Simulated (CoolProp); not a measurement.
Water at several states: fugacity coefficient from the reference equation and from simpler models built on Tc = 373.9 °C, pc = 22060 kPa, ω = 0.344; each cubic takes its own stable root.

Computed with CoolProp (reference Helmholtz-energy equation of state, Wagner 2002).

```tsv
T (°C)	p (kPa)	phase	reference
528.95	2920	gas	0.9810
290.65	13300	liquid	0.4654
427.75	49	gas	0.9995
262.15	2520	gas	0.9198
209.45	89700	liquid	0.02983
720.25	198	gas	0.9995
```

### Question
How far does each simpler model (van der Waals, Redlich-Kwong, Soave-Redlich-Kwong, Peng-Robinson) lie from the reference over these 6 states: mean and median of the absolute difference, and the worst?

### Answer
- van der Waals: mean 68.1 %, median 1.7 %, worst +350.2 % at 209.45 °C and 89700 kPa
- Redlich-Kwong: mean 21.7 %, median 1.0 %, worst +102.0 % at 209.45 °C and 89700 kPa
- Soave-Redlich-Kwong: mean 4.9 %, median 0.4 %, worst +22.7 % at 209.45 °C and 89700 kPa
- Peng-Robinson: mean 2.8 %, median 0.4 %, worst +13.0 % at 209.45 °C and 89700 kPa
